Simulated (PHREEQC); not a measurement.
Solution (20 °C): 0.018 mol NiSO4 and 0.0032 mol ZnCl2 per kg of water. Closed to the air; pH follows from the charge balance.

The numbers come from PHREEQC with the ion-association model, wateq4f.dat.

Each row changes one thing in this solution. Precipitation was switched off in this run.

```
case                                          pH  ionic strength (mol/kgw)  Ni+2 (mol/kgw)  SO4-2 (mol/kgw)  NiSO4 (mol/kgw)  Ni(SO4)2-2 (mol/kgw)  SI of Morenosite (NiSO4:7H2O)
------------------------------------------  ----  ------------------------  --------------  ---------------  ---------------  --------------------  -----------------------------
as made                                     6.00                    0.0554          0.0126           0.0114          0.00531               3.48e-6                          -2.15
diluted 5-fold with water                   6.20                    0.0133         0.00297          0.00283         0.000627               1.01e-7                              ?
NiSO4 from 0.018 to 0.0018 mol/kgw          5.89                    0.0148         0.00163          0.00131         0.000153               1.14e-8                          -3.69
ZnCl2 replaced by KCl at the same molality  6.21                    0.0520          0.0122           0.0122          0.00571                     ?                          -2.11
temperature from 20 to 85 °C                5.34                    0.0515          0.0118           0.0105          0.00616               2.35e-6                              ?
temperature from 20 to 40 °C                5.75                    0.0538          0.0123           0.0110          0.00566               3.05e-6                          -2.33
ZnCl2 left out                              6.21                    0.0485               ?                ?          0.00587               4.10e-6                          -2.10
```

Fill in the missing entries.


- diluted 5-fold with water, SI of Morenosite (NiSO4:7H2O): -3.08
- ZnCl2 replaced by KCl at the same molality, Ni(SO4)2-2 (mol/kgw): 4.00e-6
- temperature from 20 to 85 °C, SI of Morenosite (NiSO4:7H2O): -2.68
- ZnCl2 left out, Ni+2 (mol/kgw): 0.0121
- ZnCl2 left out, SO4-2 (mol/kgw): 0.0121

In wateq4f.dat the enthalpy of Ni(OH)2 has the wrong sign, so its saturation index can't be trusted away from 25 °C. Away from 25 °C the constants follow the database's enthalpies or fits; those with neither stay at their 25 °C values.
